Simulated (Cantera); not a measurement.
Mixture: 5.58 % CH4, 1.34 % CO, 19.4 % O2, 73.7 % N2, equivalence ratio 0.61, at 0.830 bar, adiabatic and at constant volume. Ignition delay is the time to a rise of 400 K.

Detailed kinetics in Cantera: GRI-Mech 3.0 (53 species, 325 reactions).

Question: Predict: delay at 1275 K; delay at 1350 K; delay at 1425 K; delay at 1500 K; delay at 1575 K; apparent activation energy between 1425 and 1575 K.

Answer: 
```
Property                                                 Value
--------------------------------------------------  ----------
delay at 1275 K                                        14.5 ms
delay at 1350 K                                        5.49 ms
delay at 1425 K                                        2.32 ms
delay at 1500 K                                        1.09 ms
delay at 1575 K                                       0.570 ms
apparent activation energy between 1425 and 1575 K  170 kJ/mol
```
